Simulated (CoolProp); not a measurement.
A Linde-Hampson liquefier for dry air: isothermal reversible compression at 250 K from 1 atm to 30 MPa, throttling to 1 atm, return gas leaving the recuperator 10 K below the feed. Each further row changes one setting.

Model: reference Helmholtz-energy equation of state, Lemmon 2000, in CoolProp. It is a pseudo-pure fit of the blend.

```tsv
case	liquid yield per pass	compression work (kJ/kg of gas)
as stated	0.142	401
high pressure 60 MPa	0.138	463
warm-end temperature 280 K	0.099	455
warm-end gap 15 K	0.130	401
```
